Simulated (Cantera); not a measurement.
Feed: 1 mol B2H6, 0.53 mol NH3, 3 mol N2, equilibrated at 2127 °C and 0.00590 bar.

These are equilibrium values from Cantera (NASA tables, ideal gas, pure condensed phases), not measurements of a reactor. Candidate condensed phases: B, BN; 15 gas species. The feed counts by its element totals alone. The tables' values for BH2 are old estimates; treat these amounts as uncertain. Rates play no part.

Base state: H2 0.429, N2 0.428, H 0.136, B 0.00540, BH2 0.00128, BH 0.000183, BN 0.000124 (mole fractions); condensed: B(l).

Problem. What changes in the equilibrium state with this change: temperature from 2127 °C to 1775 °C?

Solution. 
```json
[
 {"species": "H2", "before": "0.429", "after": "0.608"},
 {"species": "N2", "before": "0.428", "after": "0.370"},
 {"species": "H", "before": "0.136", "after": "0.0227"},
 {"species": "BH2", "before": "0.00128", "after": "0.000123"},
 {"species": "B", "before": "0.00540", "after": "1.62e-5"},
 {"species": "BN", "before": "0.000124", "after": "7.35e-7"},
 {"species": "BH", "before": "0.000183", "after": "1.88e-6"},
 {"species": "B(l), mol", "before": "1.95", "after": "0"},
 {"species": "BN(s), mol", "before": "0", "after": "2.00"}
]
```
